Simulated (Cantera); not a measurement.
Charge: 1 mol Fe₂O₃, 2.4 mol CH₄, 0.25 mol H₂, held at 0.0340 bar.

These are equilibrium values from Cantera (NASA tables, ideal gas, pure condensed phases), not measurements of a reactor. Candidate condensed phases: C, C₆H₆, C₇H₈, C₈H₁₈, Fe, Fe(CO)₅, FeO, Fe(OH)₂, Fe(OH)₃, Fe₂O₃, Fe₃O₄, H₂O; 114 gas species. Equilibrium is a limit: real reactors are often held back by kinetics, nucleation or transport.

Q: Which condensed phases are stable at each of these points (T (K)): 2000, 2050, 2100, 2150, 2200, 2250, 2300, 2350, 2400?

A: 
```json
[
 {"T (K)": "2000", "condensed phases": "Fe(l)", "Fe condensed (%)": "95.9"},
 {"T (K)": "2050", "condensed phases": "Fe(l)", "Fe condensed (%)": "92.9"},
 {"T (K)": "2100", "condensed phases": "Fe(l)", "Fe condensed (%)": "87.9"},
 {"T (K)": "2150", "condensed phases": "Fe(l)", "Fe condensed (%)": "79.7"},
 {"T (K)": "2200", "condensed phases": "Fe(l)", "Fe condensed (%)": "66.3"},
 {"T (K)": "2250", "condensed phases": "Fe(l)", "Fe condensed (%)": "44.3"},
 {"T (K)": "2300", "condensed phases": "Fe(l)", "Fe condensed (%)": "6.8"},
 {"T (K)": "2350", "condensed phases": "gas only", "Fe condensed (%)": "0.0"},
 {"T (K)": "2400", "condensed phases": "gas only", "Fe condensed (%)": "0.0"}
]
```

From 2000 K to 2300 K the condensed part is Fe(l). From 2350 K to 2400 K nothing is condensed.
